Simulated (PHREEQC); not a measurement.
A solution holds 0.19 mol NaOH per kg of water, at 25 °C. Closed to the air; pH follows from the charge balance.

Model: ion-association model, phreeqc.dat, run in PHREEQC.

```json
[
 {"quantity": "pH", "before": "13.13", "after": "9.35"},
 {"quantity": "ionic strength (mol/kgw)", "before": "0.190", "after": "0.190"}
]
```

Task: Which change was made?
A. NaOH from 0.19 to 0.019 mol/kgw
B. 0.03 mol/kgw CO2 added
C. NaOH from 0.19 to 0.95 mol/kgw
D. NaOH replaced by NaAlO2 at the same molality

Result: D, NaOH replaced by NaAlO2 at the same molality

This is a speciation only: nothing precipitates in the calculation. Some of these states are supersaturated (in Al(OH)3(a), Gibbsite (slow to form), for instance).
